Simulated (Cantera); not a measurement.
A Cantera script and what it prints.

```python
import numpy as np
import cantera as ct

gas_names = """
    C CN CO CO2 C2 CCN CNC C2N2 C2O C3 C3O2 C4 C4N2 C5 Cu CuO Cu2 N NCO NO NO2 NO3 N2 N2O O O2 O3
""".split()
cond_names = """
    C(gr) Cu(cr) Cu(L) CuO(s) Cu2O(s) Cu2O(L)
""".split()


# ... load() reads the species with a 1 bar reference pressure and builds the phases ...
atoms = {
    'CuO': {'Cu': 1, 'O': 1},
    'C': {'C': 1},
    'N2': {'N': 2},
}
top_T = {'C(gr)': 4500, 'CuO(s)': 1390}  # K; cautious upper limits of use, not melting points


# ... equilibrate(T, P, feed) seeds the gas with the atoms and calls Mixture.equilibrate('TP', solver="vcs", rtol=1e-11, max_steps=5000) ...
results = []
feed = {'CuO': 1, 'C': 0.45, 'N2': 0.15}  # mol
T = 2200  # K
P = 18000  # Pa
mix = equilibrate(T, P, feed)
results.append((T, P, feed, dict(zip(mix.species_names, mix.species_moles))))
print(gas.report(threshold=1e-06))
for i in range(1, mix.n_phases):
    print(f"{mix.phase(i).name:16s} {mix.phase_moles(i):12.5e} mol")
```

Result:

```
       temperature   2200 K
          pressure   18000 Pa
           density   0.041378 kg/m^3
  mean mol. weight   42.049 kg/kmol
   phase of matter   gas

                          1 kg             1 kmol
                     ---------------   ---------------
          enthalpy       -2.2876e+06       -9.6192e+07  J
   internal energy       -2.7226e+06       -1.1448e+08  J
           entropy            7351.8        3.0914e+05  J/K
    Gibbs function       -1.8461e+07       -7.7629e+08  J
 heat capacity c_p            1154.3             48539  J/K
 heat capacity c_v             956.6             40224  J/K

                      mass frac. Y      mole frac. X     chem. pot. / RT
                     ---------------   ---------------   ---------------
                CO          0.019218           0.02885           -39.335
               CO2           0.58871           0.56249            -56.03
                Cu           0.19476           0.12888           -8.1531
               CuO         0.0025653         0.0013561           -24.848
               Cu2         0.0029667        0.00098156           -16.306
                NO         0.0027098         0.0037974           -32.003
               NO2        1.3637e-06        1.2465e-06           -48.698
                N2           0.13006           0.19521           -30.615
                 O        0.00067155          0.001765           -16.695
                O2          0.058342          0.076669           -33.391
     [  +17 minor]        5.2452e-08        5.8853e-08

C(gr)             0.00000e+00 mol
Cu(L)             8.99400e-01 mol
Cu2O(L)           0.00000e+00 mol
```

These are equilibrium values from Cantera (NASA tables, ideal gas, pure condensed phases), not measurements of a reactor.
